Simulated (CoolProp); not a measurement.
Model: reference Helmholtz-energy equation of state, Schmidt 1985, in CoolProp. Above 300 K oxygen's equation is extrapolated.

Question: For oxygen, give the phase and the density (kg/m³), Prandtl number at 197.1 K and 25.6 MPa; 272.9 K and 25.6 MPa.

Answer: 
- 197.1 K and 25.6 MPa: supercritical; density 678, Prandtl number 1.31
- 272.9 K and 25.6 MPa: supercritical; density 391, Prandtl number 0.973

Viscosity comes from a separate model (Lemmon 2004). Thermal conductivity comes from a separate model (Lemmon 2004).
